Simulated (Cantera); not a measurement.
A perfectly stirred reactor is fed with CO : H2 : CH4 : O2 : N2 = 1 : 1 : 0.24 : 2.31 : 8.7 (molar parts), equivalence ratio 0.64, at 31000 Pa; it is adiabatic with a 550 K inlet, and is followed from long to short residence time, starting on the burning branch (τ in s: 0.15, 0.064, 0.028, 0.012, 0.0052, 0.0023, 0.00099, 0.00043, 0.00019, 8.1e-05).

Cantera simulation using GRI-Mech 3.0 (53 species, 325 reactions); the numbers are that mechanism's predictions, not measurements.

Q: What does this change do: H2 1 to 1.3 parts?

A: 
```json
[
 {"quantity": "blow-out, bracketed by the residence times tried", "before": "burning at 0.190 ms, out at 81.0 µs", "after": "burning at 0.190 ms, out at 81.0 µs"},
 {"quantity": "x(CO) at τ = 0.150 s", "before": "0.00395", "after": "0.00569"},
 {"quantity": "x(H2) at τ = 0.150 s", "before": "0.000971", "after": "0.00162"},
 {"quantity": "x(CH4) at τ = 0.150 s", "before": "1.18e-6", "after": "8.51e-7"},
 {"quantity": "x(H) at τ = 0.150 s", "before": "0.000362", "after": "0.000564"},
 {"quantity": "x(NO) at τ = 0.150 s", "before": "0.000535", "after": "0.00120"},
 {"quantity": "x(CO) at τ = 2.30 ms", "before": "0.0210", "after": "0.0235"},
 {"quantity": "x(H2) at τ = 2.30 ms", "before": "0.00650", "after": "0.00889"},
 {"quantity": "x(CH4) at τ = 2.30 ms", "before": "2.41e-5", "after": "1.90e-5"},
 {"quantity": "x(H) at τ = 2.30 ms", "before": "0.00926", "after": "0.0113"},
 {"quantity": "x(NO) at τ = 2.30 ms", "before": "3.19e-5", "after": "4.25e-5"}
]
```

Q: What does this change do: CH4 0.24 to 0.15 parts?

A: 
```csv
quantity,before,after
"blow-out, bracketed by the residence times tried","burning at 0.190 ms, out at 81.0 µs","burning at 0.190 ms, out at 81.0 µs"
x(CO) at τ = 0.150 s,0.00395,0.00257
x(H2) at τ = 0.150 s,0.000971,0.000631
x(CH4) at τ = 0.150 s,1.18e-6,1.01e-6
x(H) at τ = 0.150 s,0.000362,0.000252
x(NO) at τ = 0.150 s,0.000535,0.000195
x(CO) at τ = 2.30 ms,0.0210,0.0173
x(H2) at τ = 2.30 ms,0.00650,0.00501
x(CH4) at τ = 2.30 ms,2.41e-5,1.92e-5
x(H) at τ = 2.30 ms,0.00926,0.00791
x(NO) at τ = 2.30 ms,3.19e-5,2.42e-5
```
